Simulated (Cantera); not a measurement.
# Low-pressure radical oxidation in H2/O2

An isothermal, constant-pressure homogeneous reactor starts with 0.130 % H2, 19.4 % O2, 79.4 % N2, 1.12 % H2O, equivalence ratio 0.0034, at 900 K and 0.0132 atm.

Cantera simulation using GRI-Mech 3.0 (53 species, 325 reactions); the numbers are that mechanism's predictions, not measurements. Radical loss at walls, strong at low pressure, is not modelled. Below about 950 K walls govern HO2 and H2O2 in real vessels.

```json
[
 {"t (s)": "6.00e-5", "x H2": "0.00130", "x O2": "0.194", "x H2O2": "<1e-12", "x HO2": "<1e-12", "x OH": "<1e-12", "x O": "<1e-12", "x NO2": "<1e-12"},
 {"t (s)": "0.000173", "x H2": "0.00130", "x O2": "0.194", "x H2O2": "<1e-12", "x HO2": "<1e-12", "x OH": "<1e-12", "x O": "<1e-12", "x NO2": "<1e-12"},
 {"t (s)": "0.000500", "x H2": "0.00130", "x O2": "0.194", "x H2O2": "<1e-12", "x HO2": "<1e-12", "x OH": "<1e-12", "x O": "<1e-12", "x NO2": "<1e-12"},
 {"t (s)": "0.00144", "x H2": "0.00130", "x O2": "0.194", "x H2O2": "<1e-12", "x HO2": "<1e-12", "x OH": "<1e-12", "x O": "<1e-12", "x NO2": "<1e-12"},
 {"t (s)": "0.00416", "x H2": "0.00130", "x O2": "0.194", "x H2O2": "<1e-12", "x HO2": "<1e-12", "x OH": "<1e-12", "x O": "<1e-12", "x NO2": "<1e-12"},
 {"t (s)": "0.0120", "x H2": "0.00130", "x O2": "0.194", "x H2O2": "<1e-12", "x HO2": "1.53e-12", "x OH": "1.26e-12", "x O": "2.05e-12", "x NO2": "<1e-12"},
 {"t (s)": "0.0346", "x H2": "0.00130", "x O2": "0.194", "x H2O2": "<1e-12", "x HO2": "5.58e-12", "x OH": "1.09e-11", "x O": "2.23e-11", "x NO2": "<1e-12"},
 {"t (s)": "0.1000", "x H2": "0.00130", "x O2": "0.194", "x H2O2": "<1e-12", "x HO2": "3.27e-10", "x OH": "2.04e-9", "x O": "4.34e-9", "x NO2": "<1e-12"},
 {"t (s)": "0.288", "x H2": "0.000461", "x O2": "0.193", "x H2O2": "3.26e-8", "x HO2": "1.27e-6", "x OH": "9.38e-5", "x O": "0.000317", "x NO2": "<1e-12"},
 {"t (s)": "0.832", "x H2": "1.04e-5", "x O2": "0.193", "x H2O2": "1.26e-8", "x HO2": "3.53e-7", "x OH": "1.79e-5", "x O": "3.70e-5", "x NO2": "1.07e-12"},
 {"t (s)": "2.40", "x H2": "1.07e-6", "x O2": "0.193", "x H2O2": "6.15e-9", "x HO2": "7.80e-8", "x OH": "5.71e-6", "x O": "3.87e-6", "x NO2": "3.33e-12"},
 {"t (s)": "6.93", "x H2": "1.19e-7", "x O2": "0.193", "x H2O2": "2.46e-9", "x HO2": "1.59e-8", "x OH": "2.24e-6", "x O": "5.68e-7", "x NO2": "5.02e-12"},
 {"t (s)": "20.0", "x H2": "1.19e-8", "x O2": "0.193", "x H2O2": "8.87e-10", "x HO2": "3.53e-9", "x OH": "9.98e-7", "x O": "1.12e-7", "x NO2": "5.22e-12"}
]
```
x: mole fraction; the columns are a selection and need not sum to one.

Equilibrium at this temperature and pressure: H2 <1e-12, O2 0.193, H2O2 <1e-12, HO2 1.78e-11, OH 1.34e-8, O 2.06e-11, NO2 1.15e-7 (gas phase only).
